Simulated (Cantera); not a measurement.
An adiabatic, constant-pressure homogeneous reactor starts with CH4 : O2 : N2 = 1 : 1.67 : 6.27 (molar parts), at 1598 K and 1.28 atm.

Model: GRI-Mech 3.0 (53 species, 325 reactions), integrated in Cantera.

x: mole fraction; the columns are a selection and need not sum to one.

```tsv
t (s)	T (K)	x CH4	x O2	x CO2	x C2H2	x HO2
1.00e-6	1598	0.112	0.187	<1e-12	<1e-12	?
4.29e-6	1598	0.112	0.187	2.14e-11	<1e-12	?
1.84e-5	1598	0.112	0.187	1.29e-9	3.39e-12	?
7.88e-5	1598	0.112	0.187	1.91e-7	3.25e-9	?
0.000338	1647	0.0985	0.178	0.000110	1.97e-5	?
0.00145	2816	<1e-12	0.00866	0.0411	<1e-12	3.64e-6
0.00621	2812	<1e-12	0.00821	0.0409	<1e-12	3.47e-6
0.0266	2812	<1e-12	0.00821	0.0409	<1e-12	3.47e-6
0.114	2812	<1e-12	0.00821	0.0409	<1e-12	3.47e-6
0.490	2812	<1e-12	0.00821	0.0409	<1e-12	3.47e-6
2.10	2812	<1e-12	0.00821	0.0409	<1e-12	3.47e-6
9.00	2812	<1e-12	0.00821	0.0409	<1e-12	3.47e-6
```

Question: Fill in the missing entries.

Answer: 
- 1.00e-6, x HO2: 3.31e-7
- 4.29e-6, x HO2: 1.37e-6
- 1.84e-5, x HO2: 5.05e-6
- 7.88e-5, x HO2: 1.09e-5
- 0.000338, x HO2: 0.000132
